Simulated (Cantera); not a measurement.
## Hydrogen reduction and annealing atmospheres: Cu2O + H2

A closed system holds: 1 mol Cu2O, 9.4 mol H2, held at 1073 K and 750 Torr.

Cantera equilibrium calculation (NASA polynomials, part measured and part estimated; ideal gas, pure solids and liquids). Candidate condensed phases: Cu, CuO, Cu(OH)2, Cu2O, H2O; 12 gas species. Equilibrium is a limit: real reactors are often held back by kinetics, nucleation or transport.

- x(H2) = 0.894
- x(H2O) = 0.106
- n(Cu(s)) = 2.00 mol
- gas amount = 9.400 mol
- log10 activity of Cu(OH)2(s) (absent) = -11.43
